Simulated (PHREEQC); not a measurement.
# Acid rinse or clean

Consider water at 11 °C with 0.016 mol HBr and 0.0011 mol CuCl2 per kg of water. Closed to the air; pH follows from the charge balance.

The numbers come from PHREEQC with the ion-association model, wateq4f.dat.

```yaml
pH: 1.84
ionic_strength: 0.0193 mol/kgw
total_alkalinity: -16.0 meq/kg
```

```tsv
species	molality	activity	log γ
H+	0.0160	0.0143	-0.049
Br-	0.0160	0.0140	-0.058
Cl-	0.00220	0.00192	-0.059
Cu+2	0.00110	0.000665	-0.218
CuCl+	1.91e-6	1.67e-6	-0.059
CuCl2	1.46e-9	1.47e-9	0.002
```

No solid was allowed to form. Away from 25 °C the constants follow the database's enthalpies or fits; those with neither stay at their 25 °C values.
